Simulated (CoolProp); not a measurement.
Saturation properties of dodecamethylcyclohexasiloxane (D6) (Tc = 645.8 K, pc = 9.614 bar, ω = 0.736).

Model: reference Helmholtz-energy equation of state, Colonna 2008, in CoolProp. It is a short technical equation, of lower accuracy than the large ones.

```csv
T (K),p (bar),vapour density (kg/m³),enthalpy of vaporisation (kJ/kg),surface tension (mN/m)
499.9,0.6639,7.635,104.4,4.77
515.4,0.9537,10.90,99.88,3.98
531,1.338,15.32,94.97,3.25
546.5,1.832,21.18,89.69,2.58
562,2.459,29.00,83.84,1.97
577.5,3.247,39.57,77.24,1.42
593,4.226,54.14,69.56,0.943
608.6,5.445,75.07,60.23,0.539
```

It boils at 518.1 K under 1 atm.

Surface tension comes from a separate correlation (Mulero 2014).
